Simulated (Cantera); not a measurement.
Charge: 1 mol NH3, 0.14 mol SO2, at 998 K and 7.50 Torr.

Method: chemical equilibrium by Gibbs-energy minimisation in Cantera with the NASA 1993 tables (ideal gas, pure condensed phases). Equilibrium is a limit: real reactors are often held back by kinetics, nucleation or transport.

| species | before | after |
|---|---|---|
| H | 1.58e-8 | 0.706 |
| N2 | 0.250 | 0.135 |
| O | <1e-9 | 0.0620 |
| H2 | 0.540 | 0.0488 |
| H2O | 0.140 | 0.00125 |
| S | <1e-9 | 0.0344 |
| H2S | 0.0698 | 2.49e-6 |
| OH | <1e-9 | 0.00718 |
| NO | <1e-9 | 0.00142 |
| O2 | <1e-9 | 0.000621 |
| SO | 4.57e-9 | 0.00280 |
| N | <1e-9 | 0.000224 |
| SO2 | 5.47e-8 | 4.43e-5 |
Gas species are given as mole fractions.

Q: What was changed between the two runs?
A. temperature from 998 K to 3248.15 K
B. SO2 from 0.14 to 0.034 mol
C. SO2 from 0.14 to 0.49 mol
D. SO2 from 0.14 to 0.096 mol

A: A, temperature from 998 K to 3248.15 K
